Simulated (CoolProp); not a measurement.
A Linde-Hampson liquefier for ethylene: isothermal reversible compression at 320 K from 1 atm to 30 MPa, throttling to 1 atm, return gas leaving the recuperator 0 K below the feed. Each further row changes one setting.

Model: reference Helmholtz-energy equation of state, Smukala 2000, in CoolProp.

| case | liquid yield per pass | compression work (kJ/kg of gas) |
|---|---|---|
| as stated | … | 444 |
| high pressure 60 MPa | … | … |
| warm-end temperature 350 K | … | … |
| warm-end gap 5 K | … | 444 |

Problem. Complete the blanks.

Solution. 
- as stated, liquid yield per pass: 0.429
- high pressure 60 MPa, liquid yield per pass: 0.410
- high pressure 60 MPa, compression work (kJ/kg of gas): 513
- warm-end temperature 350 K, liquid yield per pass: 0.357
- warm-end temperature 350 K, compression work (kJ/kg of gas): 512
- warm-end gap 5 K, liquid yield per pass: 0.422
